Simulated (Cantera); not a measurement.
A closed system holds: 1 mol Si, 6.6 mol H2, held at 900 K and 128 Torr.

Cantera equilibrium calculation (NASA polynomials, part measured and part estimated; ideal gas, pure solids and liquids). Candidate condensed phases: Si; 9 gas species. Rates play no part.

Task: What is the equilibrium state?

Result: 
```
Quantity       Result
----------  ---------
x(H2)            1.00
n(Si(s))     1.00 mol
gas amount  6.600 mol
```
